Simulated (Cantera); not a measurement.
# Equilibrium for silicon oxide and oxynitride deposition: SiCl4 + O2 + H2

A closed system holds: 1 mol SiCl4, 0.11 mol O2, 2.4 mol H2, equilibrated at 750 Torr.

These are equilibrium values from Cantera (NASA tables, ideal gas, pure condensed phases), not measurements of a reactor. Candidate condensed phases: H2O, Si, SiO2; 30 gas species. The tables' values for SiCl3 are old estimates; treat these amounts as uncertain. The tables hold silica as quartz up to 1696 K and as liquid above; real silica turns to tridymite and cristobalite and melts near 1996 K. Kinetics and transport are ignored.

```
T (°C)  log p H2  log p SiCl4  log p HCl  log p SiHCl3  n SiO2(α-quartz)  n SiO2(β-quartz)
------  --------  -----------  ---------  ------------  ----------------  ----------------
427        -0.21        -0.60      -0.90         -3.59             0.110                 0
477        -0.21        -0.60      -0.90         -3.25             0.110                 0
527        -0.21        -0.60      -0.90         -2.95             0.110                 0
577        -0.21        -0.60      -0.89         -2.69                 0             0.110
627        -0.21        -0.60      -0.89         -2.47                 0             0.110
677        -0.21        -0.61      -0.88         -2.27                 0             0.110
727        -0.21        -0.61      -0.87         -2.10                 0             0.110
777        -0.22        -0.62      -0.86         -1.95                 0             0.110
827        -0.22        -0.62      -0.85         -1.83                 0             0.110
877        -0.22        -0.64      -0.83         -1.72                 0             0.110
927        -0.23        -0.65      -0.81         -1.63                 0             0.110
```
log p: log10 of the partial pressure in bar; n: condensed amount in mol.

From 427 °C to 527 °C the condensed part is SiO2(α-quartz). From 577 °C to 927 °C the condensed part is SiO2(β-quartz). The main Si-bearing gas is SiCl4 throughout.
